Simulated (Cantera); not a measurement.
Input: 1 mol BF₃, 0.3 mol N₂, 110 mol H₂, at 2075 K and 20.0 Pa.

Cantera equilibrium calculation (NASA polynomials, part measured and part estimated; ideal gas, pure solids and liquids). Candidate condensed phases: B, BN; 31 gas species. The tables' values for BF₂ are old estimates; treat these amounts as uncertain. Equilibrium is a limit: real reactors are often held back by kinetics, nucleation or transport.

Base state: H₂ 0.804, H 0.169, HF 0.0161, BF 0.00797, N₂ 0.00245, BF₂ 0.000174 (mole fractions); condensed: gas only.

Problem. What changes in the equilibrium state with this change: temperature from 2075 K to 1225 K?

Solution. 
```csv
species,before,after
H₂,0.804,0.986
BF₃,2.26e-6,0.00729
HF,0.0161,0.00472
H,0.169,2.19e-5
BF,0.00797,2.73e-6
BHF₂,1.27e-6,0.000129
"BN(s), mol",0,0.169
```
N₂ is the only nitrogen source here; it is nearly inert below about 1500 K, so the nitride shown seldom forms there in practice.
